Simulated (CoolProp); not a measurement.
A Linde-Hampson liquefier for ethane: isothermal reversible compression at 320 K from 1 atm to 20 MPa, throttling to 1 atm, return gas leaving the recuperator 2 K below the feed. Each further row changes one setting.

The numbers come from the reference Helmholtz-energy equation of state, Bücker 2006 in CoolProp.

```
case                        liquid yield per pass  compression work (kJ/kg of gas)
--------------------------  ---------------------  -------------------------------
as stated                                     [?]                              366
high pressure 40 MPa                          [?]                              [?]
warm-end temperature 350 K                  0.377                              [?]
warm-end gap 7 K                              [?]                              366
```

Complete the blanks.


- as stated, liquid yield per pass: 0.462
- high pressure 40 MPa, liquid yield per pass: 0.458
- high pressure 40 MPa, compression work (kJ/kg of gas): 414
- warm-end temperature 350 K, compression work (kJ/kg of gas): 429
- warm-end gap 7 K, liquid yield per pass: 0.455
